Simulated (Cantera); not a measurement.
Cantera run, input and output.

```python
import numpy as np
import cantera as ct

surf = ct.Interface("diamond.yaml", "diamond_100")
gas, bulk = surf.adjacent["gas"], surf.adjacent["diamond"]
k = surf.kinetics_species_index(bulk.species_names[0])
cover = ["c6HH", "c6H*", "c6*H", "c6**", "c6HM", "c6B"]

rows, drift = [], 0.0
print(f"{'T':>10s}{'um/h':>11s}" + "".join(f"{s:>11s}" for s in cover))
for v in [900, 950, 1000, 1050, 1100, 1150, 1200, 1250, 1300, 1350, 1400]:
    T, P, xH, xCH3 = v, 9300, 0.0021, 0.00066
    gas.TPX = T, P, {"H": xH, "CH3": xCH3, "CH4": 0.0095, "H2": 1 - xH - xCH3 - 0.0095}
    surf.TP = bulk.TP = T, P
    surf.coverages = "c6H*:0.1, c6HH:0.9"
    surf.advance_coverages(100.0)
    before = surf.coverages
    surf.advance_coverages(100.0)
    drift = max(drift, np.max(np.abs(surf.coverages - before) / (surf.coverages + 1e-9)))
    rate = surf.net_production_rates[k] * bulk.mean_molecular_weight / bulk.density * 3.6e9
    rows.append([rate, *surf[cover].coverages])
    print(f"{v:10.4g}{rate:11.4e}" + "".join(f"{x:11.3e}" for x in rows[-1][1:]))
```

Output:

```
         T       um/h       c6HH       c6H*       c6*H       c6**       c6HM        c6B
       900 1.4151e+01  5.255e-01  7.912e-03  2.208e-01  3.043e-03  1.952e-01  3.840e-08
       950 1.9260e+01  5.111e-01  1.114e-02  2.638e-01  4.813e-03  1.604e-01  5.226e-08
      1000 2.4555e+01  4.942e-01  1.498e-02  3.061e-01  7.204e-03  1.294e-01  6.663e-08
      1050 2.8511e+01  4.785e-01  1.951e-02  3.487e-01  1.033e-02  9.889e-02  7.737e-08
      1100 2.8413e+01  4.661e-01  2.483e-02  3.928e-01  1.431e-02  6.658e-02  7.710e-08
      1150 2.3143e+01  4.543e-01  3.077e-02  4.356e-01  1.908e-02  3.665e-02  6.280e-08
      1200 1.6340e+01  4.382e-01  3.678e-02  4.704e-01  2.427e-02  1.656e-02  4.434e-08
      1250 1.1811e+01  4.184e-01  4.248e-02  4.945e-01  2.948e-02  6.666e-03  3.205e-08
      1300 9.8859e+00  3.986e-01  4.781e-02  5.105e-01  3.454e-02  2.585e-03  2.683e-08
      1350 9.2668e+00  3.809e-01  5.287e-02  5.210e-01  3.940e-02  9.998e-04  2.515e-08
      1400 8.4760e+00  3.664e-01  5.768e-02  5.276e-01  4.407e-02  3.872e-04  2.300e-08
```

Detailed kinetics in Cantera: the Harris–Goodwin 1993 mechanism for the reconstructed diamond (100) surface.
